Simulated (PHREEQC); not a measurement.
Make-up at 76 °C: 1 mol/kgw NaCl, 0.03 mol/kgw MgSO4 and 0.00014 mol/kgw H4SiO4. Closed to the air; pH follows from the charge balance.

The numbers come from PHREEQC with the Pitzer model, pitzer.dat.

No solid was allowed to form.

Q: What pH does the model give?

A: pH 6.19.

In brines, pH and single-ion activities rest on the MacInnes convention. At this temperature some constants are extrapolated from 25 °C, and those without enthalpy data are left unchanged.
